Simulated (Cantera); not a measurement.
## Stirred combustor or abatement burner

A perfectly stirred reactor is fed with 3.36 % CH4, 0.275 % C2H6, 1.14 % C3H8, 20.0 % O2, 75.2 % N2, equivalence ratio 0.67, at 48000 Pa; it is adiabatic with a 675 K inlet, and is followed from long to short residence time, starting on the burning branch (τ in s: 0.3, 0.13, 0.059, 0.026, 0.012, 0.0052, 0.0023, 0.001, 0.00046, 0.0002, 9e-05, 4e-05).

Cantera simulation using GRI-Mech 3.0 (53 species, 325 reactions); the numbers are that mechanism's predictions, not measurements. GRI-Mech 3.0 was tuned for natural gas; its chemistry of propane as a main component is partial and can be far from experiment.

| τ (s) | T (K) | x CH4 | x C2H6 | x C3H8 | x H2O | x NO |
|---|---|---|---|---|---|---|
| 0.30 | 2076 | 1.09e-6 | 1.40e-8 | 6.01e-8 | 0.117 | 0.000881 |
| 0.13 | 2070 | 2.13e-6 | 2.98e-8 | 1.27e-7 | 0.117 | 0.000515 |
| 0.059 | 2058 | 3.78e-6 | 5.87e-8 | 2.47e-7 | 0.116 | 0.000319 |
| 0.026 | 2037 | 6.62e-6 | 1.14e-7 | 4.68e-7 | 0.115 | 0.000194 |
| 0.012 | 2009 | 1.12e-5 | 2.10e-7 | 8.33e-7 | 0.113 | 0.000117 |
| 0.0052 | 1969 | 2.03e-5 | 4.03e-7 | 1.54e-6 | 0.111 | 6.67e-5 |
| 0.0023 | 1919 | 3.79e-5 | 7.77e-7 | 2.87e-6 | 0.109 | 3.94e-5 |
| 0.0010 | 1860 | 7.69e-5 | 1.59e-6 | 5.72e-6 | 0.106 | 2.40e-5 |
| 0.00046 | 1799 | 0.000163 | 3.37e-6 | 1.19e-5 | 0.104 | 1.49e-5 |
| 0.00020 | 1723 | 0.000437 | 8.99e-6 | 3.14e-5 | 0.102 | 7.87e-6 |
| 9.0e-5 | 675 | 0.0336 | 0.00275 | 0.0114 | <1e-12 | <1e-12 |
| 4.0e-5 | 675 | 0.0336 | 0.00275 | 0.0114 | <1e-12 | <1e-12 |
x: mole fraction; the columns are a selection and need not sum to one.
